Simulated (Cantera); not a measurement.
A freely propagating, adiabatic, planar premixed flame of H₂ : O₂ : N₂ = 1 : 0.588 : 2.76 (molar parts), unburnt at 450 K and 2.10 bar; mixture-averaged transport, grid criteria slope 0.08 and curve 0.16, no radiation.

Model: the H2/O2 subset of GRI-Mech 3.0, which has no nitrogen chemistry, integrated in Cantera. The hydrogen kinetics of GRI-Mech 3.0 are dated; newer H2 mechanisms differ, most at raised pressure. Burning velocities carry a grid error of a few per cent, more on coarse grids.

Q: Predict: laminar burning velocity; thermal thickness; peak x(H₂O₂); peak x(O); peak x(OH).

A: 
```
Quantity                    Result
------------------------  --------
laminar burning velocity  249 cm/s
thermal thickness         0.168 mm
peak x(H₂O₂)               7.06e-5
peak x(O)                  0.00655
peak x(OH)                  0.0102
```
